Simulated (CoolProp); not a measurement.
Values from CoolProp's reference Helmholtz-energy equation of state, Setzmann 1991.

Question: For methane, give the phase and the speed of sound (m/s) at 202.7 K and 0.034 MPa; 202.7 K and 0.311 MPa; 202.7 K and 6.9 MPa.

Answer: 
- 202.7 K and 0.034 MPa: gas; speed of sound 373
- 202.7 K and 0.311 MPa: gas; speed of sound 370
- 202.7 K and 6.9 MPa: supercritical; speed of sound 346
